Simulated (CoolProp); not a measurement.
Properties of n-butane along the isobar 11.7 MPa.

The numbers come from the reference Helmholtz-energy equation of state, Bücker 2006 in CoolProp.

```
T (°C)          phase  density (kg/m³)  cv (kJ/(kg K))  expansivity (1/kK)
------  -------------  ---------------  --------------  ------------------
25.45          liquid            589.7           1.733               1.684
48.75          liquid            566.0           1.818               1.844
72.05          liquid            540.9           1.906               2.050
95.25          liquid            514.3           1.998               2.321
118.55         liquid            485.3           2.091               2.684
141.85         liquid            453.4           2.187                 [?]
165.15  supercritical            417.8             [?]               3.863
188.35  supercritical            378.1           2.380               4.799
211.65  supercritical            333.8           2.474               5.875
234.95  supercritical            288.7           2.560                 [?]
258.25  supercritical            249.1           2.638               6.117
281.45  supercritical            217.9           2.709               5.394
```

**Question.** Some entries are withheld; supply them.

**Answer.** 
- 141.85, expansivity (1/kK): 3.178
- 165.15, cv (kJ/(kg K)): 2.283
- 234.95, expansivity (1/kK): 6.435
